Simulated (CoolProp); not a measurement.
Values from CoolProp's reference Helmholtz-energy equation of state, Lemmon 2006. It is a short technical equation, of lower accuracy than the large ones.

Task: For nitrous oxide, give the phase and the cp (kJ/(kg K)), cv (kJ/(kg K)), speed of sound (m/s), expansivity (1/kK) at 315.6 K and 63.4 bar; 315.6 K and 72.4 bar; 315.6 K and 109 bar.

Result: 
- 315.6 K and 63.4 bar: gas; cp 2.25, cv 0.902, speed of sound 217, expansivity 15.1
- 315.6 K and 72.4 bar: gas; cp 3.87, cv 0.981, speed of sound 204, expansivity 29.4
- 315.6 K and 109 bar: supercritical; cp 3.30, cv 0.938, speed of sound 351, expansivity 14.6
